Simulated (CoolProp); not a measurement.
Vapour pressure (MPa) of CH2F2 (R32): the reference equation beside estimates from Tc = 351.3 K, pc = 5.783 MPa, ω = 0.277. Clausius-Clapeyron is anchored at 243.2 K with a constant enthalpy of vaporisation of 18.56 kJ/mol.

Computed with CoolProp (reference Helmholtz-energy equation of state, Tillner-Roth 1997).

```csv
T (K),reference,Lee-Kesler,Clausius-Clapeyron,van der Waals,Redlich-Kwong,Soave-Redlich-Kwong,Peng-Robinson
225.9,0.1262,0.1234,0.1357,0.7414,0.2368,0.1237,[?]
234.6,0.1894,0.1873,0.1957,0.9083,[?],0.1874,0.1880
243.2,0.2740,0.2734,0.2740,1.096,0.4607,0.2733,0.2728
251.8,0.3855,0.3872,0.3749,1.307,0.6161,0.3870,0.3847
260.5,0.5309,0.5358,0.5041,1.547,0.8084,0.5359,0.5312
269.1,0.7127,[?],0.6629,1.809,1.037,0.7225,0.7146
277.7,0.9383,0.9509,0.8570,2.098,1.307,0.9545,0.9426
286.4,1.218,1.234,1.094,2.419,1.626,[?],1.226
295,1.552,1.571,1.373,2.765,1.990,1.585,1.564
303.6,1.950,1.971,1.701,3.141,2.406,1.994,1.968
312.3,2.427,2.449,2.088,3.551,2.882,2.481,2.451
320.9,2.981,3.003,2.529,3.987,3.411,3.043,3.012
```

### Question
Some entries are withheld; supply them.

### Answer

- 225.9, Peng-Robinson: 0.1249
- 234.6, Redlich-Kwong: 0.3358
- 269.1, Lee-Kesler: 0.7213
- 286.4, Soave-Redlich-Kwong: 1.242

Absolute difference from the reference over all 12 rows, mean and median: Lee-Kesler 1.1 and 1.1 %, Clausius-Clapeyron 8.2 and 8.1 %, van der Waals 182.7 and 138.7 %, Redlich-Kwong 45.7 and 42.4 %, Soave-Redlich-Kwong 1.5 and 1.8 %, Peng-Robinson 0.6 and 0.7 %.
